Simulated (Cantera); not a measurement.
Ignition delay

Mixture: 17.5 % CH4, 17.5 % O2, 64.9 % N2, equivalence ratio 2.0, at 490000 Pa, adiabatic and at constant volume. Ignition delay is the time to a rise of 400 K.

Computed with Cantera and GRI-Mech 3.0 (53 species, 325 reactions).

| T0 (K) | delay (ms) |
|---|---|
| 1050 | 116 |
| 1150 | 27.1 |
| 1250 | 7.26 |
| 1350 | 2.18 |
| 1450 | 0.719 |
| 1550 | 0.257 |
| 1650 | 0.100 |
| 1750 | 0.0433 |
| 1850 | 0.0209 |

The apparent activation energy between 1650 and 1850 K comes out as 200 kJ/mol.
